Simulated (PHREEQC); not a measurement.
## Alkaline etch or developer: speciation

A solution holds 0.96 mmol/kgw CsOH, at 20 °C. Closed to the air; pH follows from the charge balance.

All values are PHREEQC results (ion-association model, wateq4f.dat), not measurements.

This is a speciation only: nothing precipitates in the calculation.

What pH does the model give?

pH 11.13.
